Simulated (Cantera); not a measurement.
A perfectly stirred reactor is fed with 14.1 % H2, 19.5 % O2, 66.4 % N2, at 100.0 Torr; it is held at 1400 K, and followed from long to short residence time.

Computed with Cantera and the H2/O2 subset of GRI-Mech 3.0, which has no nitrogen chemistry. The temperature is held fixed by assumption; the heat of reaction is taken as removed at once.

One state of this run: x H2 = 0.000195; x O2 = 0.134; x H = 4.80e-5; x HO2 = 2.12e-6; x O = 0.000276; x H2O = 0.150; x H2O2 = 1.50e-7. x: mole fraction; the columns are a selection and need not sum to one.

### Question
Which value of τ (s) does it belong to?
A. 0.0094
B. 3.1
C. 0.23
D. 0.85

### Answer
D, 0.85
